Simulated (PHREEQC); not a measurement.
Solution (40 °C): 1.1 mol/kgw NaBr and 0.22 mol/kgw KBr. Closed to the air; pH follows from the charge balance.

The numbers come from PHREEQC with the ion-association model with the Debye-Hückel limiting law, phreeqc.dat.

```json
{
 "ionic_strength": "1.32 mol/kgw",
 "activity_of_water": "0.955"
}
```

```json
[
 {"species": "Br-", "molality": "1.32", "activity": "0.330", "log γ": "-0.602"},
 {"species": "Na+", "molality": "1.10", "activity": "0.275", "log γ": "-0.602"},
 {"species": "K+", "molality": "0.220", "activity": "0.0550", "log γ": "-0.602"},
 {"species": "H+", "molality": "6.69e-7", "activity": "1.67e-7", "log γ": "-0.602"},
 {"species": "OH-", "molality": "6.69e-7", "activity": "1.67e-7", "log γ": "-0.602"}
]
```

Precipitation was switched off in this run. Caution: at this ionic strength the ion-association model is outside its range; a Pitzer model would be the better tool where its parameters exist. At this temperature some constants are extrapolated from 25 °C, and those without enthalpy data are left unchanged.
